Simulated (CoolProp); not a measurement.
Vapour-liquid equilibrium of toluene (1) + n-nonane (2) at 0.177 MPa; x and y are mole fractions of (1).

Values from CoolProp's multi-fluid Helmholtz-energy mixture model, Lemmon 2006 and Lemmon 2006; pair parameters Bell 2016.

```tsv
x	bubble temperature, mixture model (°C)	bubble temperature, Raoult's law (°C)	y, mixture model	y, Raoult's law
0.05	169.2	170.0	0.128	0.120
0.15	162.0	164.0	0.334	0.317
0.25	156.0	158.7	0.487	0.472
0.35	150.9	154.0	0.602	0.595
0.45	146.7	149.6	0.692	0.694
0.55	143.1	145.7	0.763	0.775
0.65	140.0	142.1	0.824	0.842
0.75	137.3	138.8	0.877	0.897
0.85	134.8	135.7	0.927	0.943
0.95	132.6	132.8	0.975	0.983
```

The largest gap from Raoult's law is -3.1 K in bubble temperature, at x = 0.35. No azeotrope shows between x = 0.05 and 0.95.

The pair parameters rest on a limited set of measurements; away from them the model extrapolates.
